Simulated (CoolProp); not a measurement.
Aqueous propylene glycol as a coolant, at 39 °C, 1 atm.

Values from CoolProp's Melinder's fits for secondary coolants.

| mass % | freezing point (°C) | density (kg/m³) | Prandtl number | conductivity (W/(m K)) | cp (kJ/(kg K)) |
|---|---|---|---|---|---|
| 2.5 | -0.5 | 994.7 | 4.89 | 0.613 | 4.157 |
| 9.6 | -2.7 | 999.6 | 6.42 | 0.570 | 4.103 |
| 16.8 | -5.7 | 1005 | 8.36 | 0.529 | 4.046 |
| 23.9 | -9.2 | 1010 | 10.9 | 0.491 | 3.978 |
| 31.1 | -13.5 | 1015 | 14.3 | 0.454 | 3.894 |
| 38.2 | -18.9 | 1020 | 18.8 | 0.421 | 3.795 |
| 45.3 | -26.1 | 1024 | 24.6 | 0.389 | 3.683 |
| 52.5 | -36.0 | 1027 | 32.4 | 0.359 | 3.560 |
| 59.6 | -49.1 | 1029 | 43.2 | 0.330 | 3.433 |
